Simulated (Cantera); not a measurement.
A perfectly stirred reactor is fed with CH4 : N2 = 1 : 43 (molar parts), at 24000 Pa; it is held at 1875 K, and followed from long to short residence time.

Detailed kinetics in Cantera: GRI-Mech 3.0 (53 species, 325 reactions). GRI-Mech 3.0 stops at C3 and has no aromatics, soot or wall deposition, so with more carbon than oxygen in the feed, carbon stays in small species such as C2H2 where larger ones or solid carbon would form.

Task: Predict: x(CH4) at τ = 19.0 s; x(H) at τ = 19.0 s; x(HCN) at τ = 19.0 s; x(C2H2) at τ = 19.0 s; x(C2H4) at τ = 19.0 s; x(CH4) at τ = 46.0 ms; x(H) at τ = 46.0 ms; x(HCN) at τ = 46.0 ms; x(C2H2) at τ = 46.0 ms; x(C2H4) at τ = 46.0 ms.

Result: 
```
Item                      Result
----------------------  --------
x(CH4) at τ = 19.0 s    0.000117
x(H) at τ = 19.0 s      0.000236
x(HCN) at τ = 19.0 s     0.00189
x(C2H2) at τ = 19.0 s     0.0101
x(C2H4) at τ = 19.0 s    1.27e-6
x(CH4) at τ = 46.0 ms    0.00368
x(H) at τ = 46.0 ms     0.000138
x(HCN) at τ = 46.0 ms    3.73e-5
x(C2H2) at τ = 46.0 ms   0.00904
x(C2H4) at τ = 46.0 ms   7.97e-5
```
